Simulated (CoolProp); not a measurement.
Vapour-liquid equilibrium of ethane (1) + propylene (2) at 0.45 MPa; x and y are mole fractions of (1).

Computed with CoolProp (multi-fluid Helmholtz-energy mixture model, Bücker 2006 and Lemmon 2013; pair parameters Bell 2016).

```
x     bubble temperature, mixture model (°C)  bubble temperature, Raoult's law (°C)  y, mixture model  y, Raoult's law
----  --------------------------------------  -------------------------------------  ----------------  ---------------
0.05                                   -13.2                                  -13.3             0.171            0.189
0.2                                    -24.8                                  -25.1             0.515            0.547
0.35                                   -33.6                                  -33.8             0.707            0.737
0.5                                    -40.3                                  -40.6             0.823            0.847
0.65                                   -45.8                                  -46.1             0.898            0.915
0.8                                    -50.4                                  -50.6             0.951            0.961
0.95                                   -54.3                                  -54.4             0.989            0.992
```

The largest gap from Raoult's law is +0.3 K in bubble temperature, at x = 0.5. No azeotrope shows between x = 0.05 and 0.95.

The pair parameters rest on a limited set of measurements; away from them the model extrapolates.
